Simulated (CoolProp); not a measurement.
Saturation properties of cyclopentane.

Values from CoolProp's reference Helmholtz-energy equation of state, Gedanitz 2015.

```tsv
T (°C)	p (bar)	vapour density (kg/m³)	liquid cp (kJ/(kg K))	surface tension (mN/m)
31.45	0.5425	1.537	1.843	20.9
46.95	0.9389	2.559	1.922	18.8
62.55	1.538	4.057	2.006	16.7
78.05	2.392	6.143	2.093	14.7
93.65	3.576	8.999	2.184	12.8
109.15	5.145	12.77	2.278	10.9
124.75	7.194	17.75	2.378	9.12
140.25	9.776	24.18	2.485	7.44
155.75	12.99	32.50	2.605	5.87
171.35	16.95	43.43	2.749	4.39
186.85	21.72	57.88	2.939	3.05
202.45	27.48	78.06	3.246	1.85
217.95	34.34	108.7	3.955	0.852
```

It boils at 49.2 °C under 1 atm.

Surface tension comes from a separate correlation (Mulero 2014).
